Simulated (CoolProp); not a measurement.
Vapour-liquid equilibrium of n-hexane (1) + toluene (2) at 131.45 °C; x and y are mole fractions of (1).

Computed with CoolProp (multi-fluid Helmholtz-energy mixture model, Thol 2019 and Lemmon 2006; pair parameters Bell 2016).

```
x     bubble pressure, mixture model (bar)  bubble pressure, Raoult's law (bar)  y, mixture model  y, Raoult's law
----  ------------------------------------  -----------------------------------  ----------------  ---------------
0.05                                   ___                                1.938               ___            0.133
0.2                                    ___                                2.445               ___            0.421
0.35                                 3.203                                2.953               ___            0.611
0.5                                    ___                                3.461               ___            0.744
0.65                                 4.132                                3.969             0.811            0.844
0.8                                  4.569                                4.476             0.894            0.921
0.95                                   ___                                4.984             0.974            0.982
```

Some entries are withheld; supply them.


- 0.05, bubble pressure, mixture model (bar): 2.017
- 0.05, y, mixture model: 0.158
- 0.2, bubble pressure, mixture model (bar): 2.662
- 0.2, y, mixture model: 0.442
- 0.35, y, mixture model: 0.604
- 0.5, bubble pressure, mixture model (bar): 3.683
- 0.5, y, mixture model: 0.719
- 0.95, bubble pressure, mixture model (bar): 5.006

The largest gap from Raoult's law is +8.9 % in bubble pressure, at x = 0.2. No azeotrope shows between x = 0.05 and 0.95.

Pair parameters are fitted to limited data, so mixtures are less certain than the pure fluids.
